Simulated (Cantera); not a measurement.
# Silicon carbide growth: SiF4 + C2H2 + H2

Input: 1 mol SiF4, 0.25 mol C2H2, 5.1 mol H2, held at 1000 Pa.

Cantera equilibrium calculation (NASA polynomials, part measured and part estimated; ideal gas, pure solids and liquids). Candidate condensed phases: C, C6H6, C7H8, C8H18, Si, SiC; 113 gas species. The tables' values for SiF3, SiF2 are old estimates; treat these amounts as uncertain. The numbers say what is thermodynamically allowed, not how fast it happens.

From 925 °C to 975 °C the condensed part is C(graphite). From 1000 °C to 1175 °C the condensed part is C(graphite) + SiC(s). The main Si-bearing gas is SiF4 throughout.

```csv
T (°C),x H2,x SiF4,x HF,x SiF3,x SiHF3,n C(graphite),n SiC(s)
925,0.840,0.155,0.00267,0.00108,0.00156,0.499,0
950,0.839,0.154,0.00324,0.00149,0.00170,0.499,0
975,0.839,0.153,0.00391,0.00202,0.00182,0.499,0
1000,0.838,0.153,0.00477,0.00264,0.00192,0.499,0.000178
1025,0.837,0.152,0.00582,0.00340,0.00199,0.499,0.000438
1050,0.836,0.151,0.00704,0.00432,0.00207,0.499,0.000669
1075,0.835,0.149,0.00845,0.00544,0.00214,0.499,0.000845
1100,0.833,0.148,0.0101,0.00678,0.00221,0.499,0.000931
1125,0.831,0.146,0.0119,0.00837,0.00227,0.499,0.000887
1150,0.829,0.143,0.0140,0.0102,0.00233,0.499,0.000664
1175,0.827,0.141,0.0163,0.0124,0.00238,0.500,0.000205
```
x: gas mole fraction; n: condensed amount in mol.
